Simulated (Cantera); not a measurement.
Feed: 1 mol ZrO₂, 98 mol H₂, 0.035 mol H₂O, equilibrated at 73.0 mbar.

Cantera equilibrium calculation (NASA polynomials, part measured and part estimated; ideal gas, pure solids and liquids). Candidate condensed phases: H₂O, Zr, ZrO₂; 12 gas species. The numbers say what is thermodynamically allowed, not how fast it happens. All values below are at 1523 K.

Base state: H₂ 1.000, H₂O 0.000357, H 8.55e-5 (mole fractions); condensed: ZrO₂(tetragonal).

Q: What changes in the equilibrium state with this change: ZrO₂ replaced by V₂O₅?

A: 
| species | before | after |
|---|---|---|
| H₂ | 1.000 | 0.979 |
| H₂O | 0.000357 | 0.0208 |
| H | 8.55e-5 | 8.46e-5 |
| ZrO₂(tetragonal), mol | 1.00 | 0 |
| V₂O₃(s), mol | 0 | 1.000 |
Condensed phases not in the tables: the oxides between V₂O₃ and V₂O₅ other than VO₂. Further candidate phases: V, VO, V₂O₃, V₂O₄, V₂O₅.
